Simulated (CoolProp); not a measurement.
Hydrogen chloride along the isobar 20.2 MPa: fugacity coefficient from the reference equation and from simpler models built on Tc = 51.5 °C, pc = 8.314 MPa, ω = 0.130; each cubic takes its own stable root.

Computed with CoolProp (reference Helmholtz-energy equation of state, Thol 2018).

```json
[
 {"T (°C)": "46.75", "phase": "liquid", "reference": "0.3078"},
 {"T (°C)": "70.25", "phase": "supercritical", "reference": "0.4084"},
 {"T (°C)": "93.75", "phase": "supercritical", "reference": "0.5073"},
 {"T (°C)": "117.15", "phase": "supercritical", "reference": "0.5931"},
 {"T (°C)": "140.65", "phase": "supercritical", "reference": "0.6616"},
 {"T (°C)": "164.15", "phase": "supercritical", "reference": "0.7159"},
 {"T (°C)": "187.65", "phase": "supercritical", "reference": "0.7599"},
 {"T (°C)": "211.15", "phase": "supercritical", "reference": "0.7963"},
 {"T (°C)": "234.65", "phase": "supercritical", "reference": "0.8269"},
 {"T (°C)": "258.05", "phase": "supercritical", "reference": "0.8528"},
 {"T (°C)": "281.55", "phase": "supercritical", "reference": "0.8750"},
 {"T (°C)": "305.05", "phase": "supercritical", "reference": "0.8941"},
 {"T (°C)": "328.55", "phase": "supercritical", "reference": "0.9107"},
 {"T (°C)": "352.05", "phase": "supercritical", "reference": "0.9250"},
 {"T (°C)": "375.55", "phase": "supercritical", "reference": "0.9376"}
]
```

Q: How far does each simpler model (van der Waals, Redlich-Kwong, Soave-Redlich-Kwong, Peng-Robinson) lie from the reference over these 15 states: mean and median of the absolute difference, and the worst?

A: 
- van der Waals: mean 4.9 %, median 3.2 %, worst +24.4 % at 46.75 °C and 20.2 MPa
- Redlich-Kwong: mean 1.8 %, median 0.5 %, worst +10.4 % at 46.75 °C and 20.2 MPa
- Soave-Redlich-Kwong: mean 6.2 %, median 5.7 %, worst +9.8 % at 46.75 °C and 20.2 MPa
- Peng-Robinson: mean 1.1 %, median 1.1 %, worst +3.2 % at 46.75 °C and 20.2 MPa
